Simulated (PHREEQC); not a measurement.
A column of 0.5 m (40 cells, dispersivity 0.04 m, 3600 s a shift, diffusion coefficient 3e-10 m²/s) holds 0.0086 eq of the database's cation exchanger X per kg of pore water, first in equilibrium with 0.064 mol/kgw MnCl2, 0.013 mol/kgw MgCl2 and 1e-05 mol/kgw HCl. It is flushed with 10 mmol/kgw BaCl2 and 0.01 mmol/kgw HCl, at 40 °C. Values are for the last cell. No CO2 enters from the air. Precipitation was switched off in this run.

Equilibrium calculation in PHREEQC: ion-association model, phreeqc.dat.

```tsv
pore volumes	Ba in solution (mol/kgw)	Mn in solution (mol/kgw)	Mg in solution (mol/kgw)	Cl in solution (mol/kgw)	BaX2 on the exchanger (mol/kgw)	MgX2 on the exchanger (mol/kgw)
0	0	0.0640	0.0130	0.154	0	0.00108
0.4125	4.13e-5	0.0632	0.0128	0.152	6.66e-6	0.00107
0.8125	0.00166	0.0422	0.00880	0.105	0.000357	0.000978
1.113	0.00358	0.0229	0.00496	0.0629	0.00111	0.000793
1.512	0.00590	0.00884	0.00207	0.0336	0.00252	0.000458
1.913	0.00790	0.00319	0.000819	0.0238	0.00359	0.000193
2.212	0.00890	0.00142	0.000389	0.0214	0.00398	9.02e-5
2.612	0.00958	0.000463	0.000138	0.0204	0.00420	3.12e-5
3.013	0.00985	0.000147	4.72e-5	0.0201	0.00427	1.06e-5
```

Away from 25 °C the constants follow the database's enthalpies or fits; those with neither stay at their 25 °C values.
